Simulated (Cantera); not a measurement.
Charge: 1 mol SiO₂, 3.6 mol N₂, 0.33 mol C, held at 0.00133 bar.

Method: chemical equilibrium by Gibbs-energy minimisation in Cantera with the NASA 1993 tables (ideal gas, pure condensed phases). Candidate condensed phases: C, Si, SiC, SiO₂, Si₂N₂O, Si₃N₄; 34 gas species. The tables hold silica as quartz up to 1696 K and as liquid above; real silica turns to tridymite and cristobalite and melts near 1996 K. Equilibrium is a limit: real reactors are often held back by kinetics, nucleation or transport.

**Question.** Which condensed phases are stable at each of these points (T (°C)): 1450, 1500, 1550, 1600, 1650, 1700, 1750, 1800, 1850?

**Answer.** 
```
T (°C)  condensed phases  Si condensed (%)
------  ----------------  ----------------
1450     SiO₂(condensed)              67.0
1500     SiO₂(condensed)              66.9
1550     SiO₂(condensed)              66.7
1600     SiO₂(condensed)              66.3
1650     SiO₂(condensed)              65.6
1700     SiO₂(condensed)              64.1
1750             SiO₂(l)              61.5
1800             SiO₂(l)              57.3
1850             SiO₂(l)              49.7
```

From 1450 °C to 1700 °C the condensed part is SiO₂(condensed). From 1750 °C to 1850 °C the condensed part is SiO₂(l).
